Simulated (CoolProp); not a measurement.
Vapour-liquid equilibrium of benzene (1) + n-octane (2) at 112.65 °C; x and y are mole fractions of (1).

Model: multi-fluid Helmholtz-energy mixture model, Thol 2012 and Beckmüller 2019; pair parameters Bell 2016, in CoolProp.

```json
[
 {"x": "0.05", "bubble pressure (MPa)": "___", "y at the bubble point": "___", "dew pressure at overall composition x (MPa)": "0.07246", "liquid density (mol/L)": "___"},
 {"x": "0.2", "bubble pressure (MPa)": "0.1134", "y at the bubble point": "0.495", "dew pressure at overall composition x (MPa)": "0.08256", "liquid density (mol/L)": "6.012"},
 {"x": "0.35", "bubble pressure (MPa)": "0.1441", "y at the bubble point": "0.668", "dew pressure at overall composition x (MPa)": "0.09585", "liquid density (mol/L)": "6.500"},
 {"x": "0.5", "bubble pressure (MPa)": "0.1717", "y at the bubble point": "0.776", "dew pressure at overall composition x (MPa)": "___", "liquid density (mol/L)": "___"},
 {"x": "0.65", "bubble pressure (MPa)": "0.1965", "y at the bubble point": "0.854", "dew pressure at overall composition x (MPa)": "___", "liquid density (mol/L)": "7.744"},
 {"x": "0.8", "bubble pressure (MPa)": "0.2198", "y at the bubble point": "0.918", "dew pressure at overall composition x (MPa)": "0.1789", "liquid density (mol/L)": "8.555"},
 {"x": "0.95", "bubble pressure (MPa)": "0.2427", "y at the bubble point": "0.979", "dew pressure at overall composition x (MPa)": "0.2317", "liquid density (mol/L)": "9.550"}
]
```

### Question
Fill in the missing entries.

### Answer

- 0.05, bubble pressure (MPa): 0.08057
- 0.05, y at the bubble point: 0.173
- 0.05, liquid density (mol/L): 5.587
- 0.5, dew pressure at overall composition x (MPa): 0.1141
- 0.5, liquid density (mol/L): 7.069
- 0.65, dew pressure at overall composition x (MPa): 0.1402

No azeotrope shows between x = 0.05 and 0.95.

Pair parameters are fitted to limited data, so mixtures are less certain than the pure fluids.
